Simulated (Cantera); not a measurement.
Cantera run:

```python
import numpy as np
import cantera as ct

gas_names = """
    C CN CO CO2 C2 CCN CNC C2N2 C2O C3 C3O2 C4 C4N2 C5 N NCO NO NO2 NO3 N2 N2O O O2 O3 Pb PbO Pb2
""".split()
cond_names = """
    C(gr) Pb(cr) Pb(L) PbO(rd) PbO(yw) PbO(L) PbO2(s) Pb3O4(s)
""".split()


def load(file, names, dense=False):
    # The tables refer to 1 bar. Condensed volumes are neglected.
    table = {s.name: s for s in ct.Species.list_from_file(file)}
    out = []
    for n in names:
        d = dict(table[n].input_data)
        d["thermo"] = dict(d["thermo"], **{"reference-pressure": 1e5})
        if dense:
            d["equation-of-state"] = {"model": "constant-volume", "density": "1e6 g/cm^3"}
        out.append(ct.Species.from_dict(d))
    return out


gas = ct.Solution(thermo="ideal-gas", species=load("nasa_gas.yaml", gas_names))
cond = {s.name: ct.Solution(thermo="fixed-stoichiometry", species=[s], name=s.name)
        for s in load("nasa_condensed.yaml", cond_names, dense=True)}
atoms = {
    'PbO': {'Pb': 1, 'O': 1},
    'CO': {'C': 1, 'O': 1},
    'N2': {'N': 2},
}
top_T = {'C(gr)': 4500, 'Pb3O4(s)': 820}  # K; cautious upper limits of use, not melting points


def equilibrate(T, P, feed):
    n = {}
    for name, mol in feed.items():
        for a, k in atoms[name].items():
            n[a] = n.get(a, 0.0) + k * mol
    gas.TPX = T, P, n
    mass = sum(n.values()) * gas.mean_molecular_weight
    gas.equilibrate("TP")
    valid = [c for c in cond.values() if c.min_temp <= T <= top_T.get(c.name, c.max_temp)]
    mix = ct.Mixture([(gas, mass / gas.mean_molecular_weight)] + [(c, 0.0) for c in valid])
    mix.T, mix.P = T, P
    mix.equilibrate("TP", solver="vcs", rtol=1e-11, max_steps=5000)
    return mix


results = []
T = 2175  # K
P = 10000  # Pa
for m in [0.53, 0.86, 1.4, 2.3, 3.8, 6.2, 10]:
    feed = {'PbO': 1, 'CO': m, 'N2': 1.5}  # mol
    mix = equilibrate(T, P, feed)
    results.append((T, P, feed, dict(zip(mix.species_names, mix.species_moles))))

top = {s: max(r[3][s] / sum(r[3][g] for g in gas_names) for r in results) for s in gas_names}
cols = sorted((s for s in top if top[s] > 0.0001), key=lambda s: -top[s])[:6]
seen = [c for c in cond_names if any(r[3].get(c, 0) > 1e-12 for r in results)]
print("log10 of partial pressures in bar; condensed amounts in mol")
print(f"{'n(CO)':>10s}" + "".join(f"{s[:9]:>10s}" for s in cols + seen))
for T, P, feed, n in results:
    ng = sum(n[g] for g in gas_names)
    print(f"{feed['CO']:10.4g}" + "".join(f"{np.log10(max(n[s] / ng * P / 1e5, 1e-99)):10.3f}" for s in cols)
          + "".join(f"{n.get(c, 0):10.4g}" for c in seen))
```

It prints:

```
log10 of partial pressures in bar; condensed amounts in mol
     n(CO)        CO        N2        Pb       CO2       PbO        O2
      0.53    -2.842    -1.321    -1.660    -1.810    -1.998    -2.528
      0.86    -2.430    -1.356    -1.627    -1.665    -2.232    -3.062
       1.4    -1.906    -1.416    -1.625    -1.630    -2.719    -4.039
       2.3    -1.557    -1.505    -1.695    -1.696    -3.204    -4.869
       3.8    -1.350    -1.623    -1.806    -1.806    -3.632    -5.504
       6.2    -1.223    -1.763    -1.943    -1.943    -4.033    -6.032
        10    -1.142    -1.921    -2.099    -2.099    -4.425    -6.505
```

These are equilibrium values from Cantera (NASA tables, ideal gas, pure condensed phases), not measurements of a reactor. Gases not in the tables: (PbO)n polymers.
